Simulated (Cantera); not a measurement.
Equilibrium for calcination and drying: LiOH + O2

A closed system holds: 1 mol LiOH, a varied amount of O2, at 925 K and 0.260 bar.

These are equilibrium values from Cantera (NASA tables, ideal gas, pure condensed phases), not measurements of a reactor. Candidate condensed phases: H2O, Li, LiH, LiOH, Li2O; 17 gas species. Condensed phases not in the tables: the peroxide. Rates play no part.

```csv
n(O2) (mol),log p O2,log p H2O,log p LiOH,log p Li2(OH)2,log p OH,n LiOH(l),n Li2O(s)
0.17,-0.78,-1.03,-5.96,-6.45,-7.67,0.807,0.0966
0.34,-0.78,-1.03,-5.96,-6.45,-7.67,0.614,0.193
0.7,-0.78,-1.03,-5.96,-6.45,-7.67,0.204,0.398
1.4,-0.72,-1.16,-6.03,-6.59,-7.72,0,0.500
2.9,-0.65,-1.42,-6.15,-6.84,-7.83,0,0.500
6,-0.62,-1.70,-6.29,-7.12,-7.96,0,0.500
12,-0.60,-1.98,-6.43,-7.41,-8.10,0,0.500
```
log p: log10 of the partial pressure in bar; n: condensed amount in mol.

From 0.17 mol O2 to 0.7 mol O2 the condensed part is LiOH(l) + Li2O(s). From 1.4 mol O2 to 12 mol O2 the condensed part is Li2O(s). The main Li-bearing gas is LiOH throughout.
